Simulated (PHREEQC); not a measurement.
H2SO4 is added in steps, without added water, to 1 kg of water holding 0.034 mol/kgw HF, 0.43 mol/kgw (CH3)4NF and 0.00066 mol/kgw H4SiO4, at 20 °C. O2 is buffered at 0.21 atm. The system is closed to CO2. The run lets Chalcedony precipitate or redissolve, and no other solid.

Base run: PHREEQC, ion-association model, phreeqc.dat. Each further column changes one thing. The table gives pH.

```csv
H2SO4 added (mol),base,Debye-Hückel limiting law,all activity coefficients set to 1,database wateq4f.dat,Davies equation for every ion
0,4.41,4.32,4.65,4.46,4.50
0.03,3.78,…,4.02,3.86,3.86
0.06,3.37,3.26,3.62,3.50,3.45
0.09,3.01,…,3.27,3.21,3.09
0.11,2.79,2.68,3.06,3.03,2.86
0.14,2.48,2.36,2.77,2.77,2.55
0.17,2.20,…,2.51,2.50,2.27
0.2,1.94,1.80,2.29,2.21,2.03
```

Problem. Some entries are withheld; supply them.

Solution. 
- 0.03, Debye-Hückel limiting law: 3.68
- 0.09, Debye-Hückel limiting law: 2.90
- 0.17, Debye-Hückel limiting law: 2.06

(CH3)4N+ isn't in the database: it is added as a free cation with an ion size of 4 Å. SiF6-2 is the database's only silicon fluoride. wateq4f.dat counts part of the HF as a dimer, H2F2, which phreeqc.dat doesn't know; its constant is uncertain. phreeqc.dat and wateq4f.dat share most of their constants, so their agreement is no independent check. Solids allowed in the column 'database wateq4f.dat': SiO2(a).
